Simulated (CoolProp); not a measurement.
Values from CoolProp's reference Helmholtz-energy equation of state, Lemmon 2016.

Task: For R227EA, give the phase and the cv (kJ/(kg K)), expansivity (1/kK), conductivity (mW/(m K)), fugacity coefficient at 61.35 °C and 3.48 MPa; 115.45 °C and 3.48 MPa; 180.25 °C and 3.48 MPa.

Result: 
- 61.35 °C and 3.48 MPa: liquid; cv 0.884, expansivity 4.20, conductivity 52.4, fugacity coefficient 0.308
- 115.45 °C and 3.48 MPa: supercritical; cv 1.02, expansivity 44.5, conductivity 37.4, fugacity coefficient 0.654
- 180.25 °C and 3.48 MPa: supercritical; cv 0.993, expansivity 5.13, conductivity 29.4, fugacity coefficient 0.811

Thermal conductivity comes from a separate model (Huber 2003), an estimate that may be off by 10 % or more.
